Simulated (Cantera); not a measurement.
An isothermal, constant-pressure homogeneous reactor starts with C2H6 : H2 = 1 : 15 (molar parts), at 1450 K and 1.10 bar.

Model: GRI-Mech 3.0 (53 species, 325 reactions), integrated in Cantera. GRI-Mech 3.0 stops at C3 and has no aromatics, soot or wall deposition, so with more carbon than oxygen in the feed, carbon stays in small species such as C2H2 where larger ones or solid carbon would form.

x: mole fraction; the columns are a selection and need not sum to one.

| t (s) | x C2H6 | x H2 | x C2H2 | x C2H4 | x H |
|---|---|---|---|---|---|
| 3.00e-6 | 0.0623 | 0.937 | 2.03e-9 | 6.10e-5 | [?] |
| 9.49e-6 | 0.0610 | 0.937 | 3.88e-7 | 0.000896 | [?] |
| 3.00e-5 | 0.0524 | 0.935 | 2.64e-5 | 0.00672 | [?] |
| 9.49e-5 | 0.0276 | 0.929 | 0.000486 | 0.0228 | [?] |
| 0.000300 | 0.00530 | 0.923 | 0.00287 | 0.0351 | [?] |
| 0.000949 | 0.000713 | 0.922 | 0.00682 | 0.0339 | [?] |
| 0.00300 | 0.000305 | 0.922 | 0.0119 | 0.0283 | [?] |
| 0.00949 | 0.000200 | 0.921 | 0.0196 | 0.0194 | [?] |
| 0.0300 | 0.000124 | 0.920 | 0.0247 | 0.0125 | [?] |
| 0.0949 | 0.000102 | 0.916 | 0.0235 | 0.0106 | [?] |
| 0.300 | 8.14e-5 | 0.908 | 0.0189 | 0.00849 | [?] |
| 0.949 | 5.38e-5 | 0.896 | 0.0119 | 0.00535 | [?] |
| 3.00 | 3.68e-5 | 0.887 | 0.00675 | 0.00309 | 8.73e-6 |
| 9.49 | 3.47e-5 | 0.886 | 0.00604 | 0.00278 | 8.54e-6 |
| 30.0 | 3.47e-5 | 0.886 | 0.00604 | 0.00278 | 8.54e-6 |

### Question
What belongs in the gaps?

### Answer

- 3.00e-6, x H: 2.22e-5
- 9.49e-6, x H: 6.76e-5
- 3.00e-5, x H: 0.000139
- 9.49e-5, x H: 0.000154
- 0.000300, x H: 0.000105
- 0.000949, x H: 4.33e-5
- 0.00300, x H: 2.81e-5
- 0.00949, x H: 2.37e-5
- 0.0300, x H: 1.92e-5
- 0.0949, x H: 1.67e-5
- 0.300, x H: 1.36e-5
- 0.949, x H: 1.03e-5
